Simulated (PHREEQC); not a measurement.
Make-up at 59 °C: 0.0045 mol/kgw HF, 0.00031 mol/kgw H2SiF6, 0.13 mol/kgw H3BO3 and 0.029 mol/kgw HCl. Closed to the air; pH follows from the charge balance.

Model: ion-association model, wateq4f.dat, run in PHREEQC.

No solid was allowed to form.

### Question
Estimate the pH, ionic strength.

### Answer
pH 1.58; ionic strength 0.0301 mol/kgw.

### Question
In which forms is F present?

### Answer
HF 42 %, BF4- 40 %, BF2(OH)2- 9.3 %, BF3OH- 8.2 %, F- 0.7 % of the F.

Away from 25 °C the constants follow the database's enthalpies or fits; those with neither stay at their 25 °C values. SiF6-2 is the database's only silicon fluoride. Real BF4- forms and hydrolyses slowly; the run takes it at equilibrium.
